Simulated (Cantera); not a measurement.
Input (Python, Cantera) and output of one run.

```python
import numpy as np
import cantera as ct

gas_names = """
    AL ALCL ALCL2 ALCL3 ALH ALN AL2 AL2CL6 CL CL2 H HCL H2 N NH NH2 NH3 N2 N2H2 N2H4
""".split()
cond_names = """
    AL(cr) AL(L) ALCL3(s) ALCL3(L) ALN(s) NH4CL(a) NH4CL(b)
""".split()


# ... load() reads the species with a 1 bar reference pressure and builds the phases ...
atoms = {
    'Al': {'AL': 1},
    'HCl': {'H': 1, 'CL': 1},
    'N2': {'N': 2},
}
top_T = {'ALN(s)': 2750}  # K; cautious upper limits of use, not melting points


# ... equilibrate(T, P, feed) seeds the gas with the atoms and calls Mixture.equilibrate('TP', solver="vcs", rtol=1e-11, max_steps=5000) ...
results = []
feed = {'Al': 1, 'HCl': 4.8, 'N2': 6.2}  # mol
T = 673.15  # K
P = 450  # Pa
mix = equilibrate(T, P, feed)
results.append((T, P, feed, dict(zip(mix.species_names, mix.species_moles))))
print(gas.report(threshold=1e-06))
for i in range(1, mix.n_phases):
    print(f"{mix.phase(i).name:16s} {mix.phase_moles(i):12.5e} mol")
```

Output:

```
       temperature   673.15 K
          pressure   450 Pa
           density   0.0028866 kg/m^3
  mean mol. weight   35.903 kg/kmol
   phase of matter   gas

                          1 kg             1 kmol
                     ---------------   ---------------
          enthalpy       -1.6529e+06       -5.9343e+07  J
   internal energy       -1.8088e+06        -6.494e+07  J
           entropy            7688.4        2.7603e+05  J/K
    Gibbs function       -6.8284e+06       -2.4516e+08  J
 heat capacity c_p             979.5             35167  J/K
 heat capacity c_v            747.92             26852  J/K

                      mass frac. Y      mole frac. X     chem. pot. / RT
                     ---------------   ---------------   ---------------
             ALCL3           0.32903            0.0886           -152.44
            AL2CL6          0.025886         0.0034852           -304.89
               HCL           0.17469           0.17203            -47.04
                H2         0.0080495           0.14335           -23.966
               NH3        1.1977e-06        2.5248e-06            -50.89
                N2           0.46234           0.59253            -29.88
     [  +14 minor]        2.4947e-11        9.2096e-12

AL(cr)            0.00000e+00 mol
ALCL3(L)          0.00000e+00 mol
ALN(s)            0.00000e+00 mol
NH4CL(b)          0.00000e+00 mol
```

Cantera equilibrium calculation (NASA polynomials, part measured and part estimated; ideal gas, pure solids and liquids).
